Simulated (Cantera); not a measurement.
A closed system holds: 1 mol CH₄, 0.35 mol H₂, held at 10000 Pa.

These are equilibrium values from Cantera (NASA tables, ideal gas, pure condensed phases), not measurements of a reactor. Candidate condensed phases: C, C₆H₆, C₇H₈, C₈H₁₈; 86 gas species. Ions and electrons are included (thermal ionisation). Equilibrium is a limit: real reactors are often held back by kinetics, nucleation or transport.

Which condensed phases are stable at each of these points (T (K)): 3000, 3250, 3500, 3750, 4000, 4250, 4500, 4750, 5000?


```csv
T (K),condensed phases,C condensed (%)
3000,C(graphite),72.3
3250,C(graphite),11.1
3500,gas only,0.0
3750,gas only,0.0
4000,gas only,0.0
4250,gas only,0.0
4500,gas only,0.0
4750,gas only,0.0
5000,gas only,0.0
```

From 3000 K to 3250 K the condensed part is C(graphite). From 3500 K to 5000 K nothing is condensed.
